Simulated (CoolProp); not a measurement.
Isobutene along the isobar 4.32 bar: Z from the reference equation and from simpler models built on Tc = 144.9 °C, pc = 40.16 bar, ω = 0.193; each cubic takes its own stable root.

Model: reference Helmholtz-energy equation of state, Lemmon 2005, in CoolProp. It is a short technical equation, of lower accuracy than the large ones.

| T (°C) | phase | reference | van der Waals | Redlich-Kwong | Soave-Redlich-Kwong | Peng-Robinson |
|---|---|---|---|---|---|---|
| -26.85 | liquid | 0.01824 | … | 0.01993 | 0.01955 | … |
| 1.95 | liquid | 0.01719 | 0.9075 | 0.01892 | 0.01846 | 0.01632 |
| 30.85 | liquid | 0.01650 | 0.9278 | 0.9030 | 0.01787 | 0.01577 |
| 59.75 | gas | 0.9144 | 0.9423 | 0.9261 | 0.9216 | 0.9166 |
| 88.55 | gas | … | 0.9529 | 0.9422 | 0.9397 | 0.9351 |
| 117.45 | gas | … | 0.9611 | 0.9540 | 0.9530 | 0.9486 |
| 146.25 | gas | … | 0.9674 | 0.9628 | 0.9628 | … |
| 175.15 | gas | 0.9697 | 0.9725 | 0.9696 | 0.9704 | 0.9666 |
| 204.05 | gas | 0.9755 | 0.9765 | 0.9748 | 0.9763 | 0.9727 |

Question: Complete the blanks.

Answer: 
- -26.85, van der Waals: 0.02939
- -26.85, Peng-Robinson: 0.01733
- 88.55, reference: 0.9368
- 117.45, reference: 0.9516
- 146.25, reference: 0.9621
- 146.25, Peng-Robinson: 0.9588

At some of these states van der Waals, Redlich-Kwong gives the other phase, because its saturation line lies elsewhere.
